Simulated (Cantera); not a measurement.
Charge: 1 mol V₂O₅, 1900 mol H₂, 1.7 mol N₂, equilibrated at 6.45 Torr.

Equilibrium computed with Cantera from the NASA thermochemical tables; the gas is ideal and each condensed phase is pure. Candidate condensed phases: H₂O, V, VN, VO, V₂O₃, V₂O₄, V₂O₅; 28 gas species. VO: taken at fixed stoichiometry. Condensed phases not in the tables: the oxides between V₂O₃ and V₂O₅ other than VO₂. Equilibrium is a limit: real reactors are often held back by kinetics, nucleation or transport.

x: gas mole fraction; n: condensed amount in mol.

```tsv
T (K)	x H₂	x H	x H₂O	x N₂	x VO	x VO₂	x V	n V₂O₃(s)	n VO(s)
848	0.998	2.05e-10	0.00105	0.000894	<1e-12	<1e-12	<1e-12	1.00	0
998	0.998	2.32e-8	0.00105	0.000894	<1e-12	<1e-12	<1e-12	1.00	0
1148	0.998	7.72e-7	0.00105	0.000894	<1e-12	<1e-12	<1e-12	1.00	0
1298	0.998	1.15e-5	0.00105	0.000894	7.59e-12	___	<1e-12	1.00	0
1448	0.997	9.93e-5	0.00158	0.000894	1.33e-9	___	1.19e-11	0	2.00
1598	0.997	0.000573	0.00158	0.000894	8.38e-8	___	2.32e-9	0	2.00
1748	0.995	0.00246	0.00157	0.000893	2.51e-6	___	1.78e-7	0	1.99
1898	0.989	0.00838	0.00155	0.000890	4.26e-5	___	6.74e-6	0	1.86
2048	0.973	0.0238	0.00155	0.000883	0.000466	___	0.000144	0	0.541
```

**Question.** Fill in the missing entries.

**Answer.** 
- 1298, x VO₂: 6.18e-11
- 1448, x VO₂: 5.74e-9
- 1598, x VO₂: 1.55e-7
- 1748, x VO₂: 2.32e-6
- 1898, x VO₂: 2.19e-5
- 2048, x VO₂: 0.000148
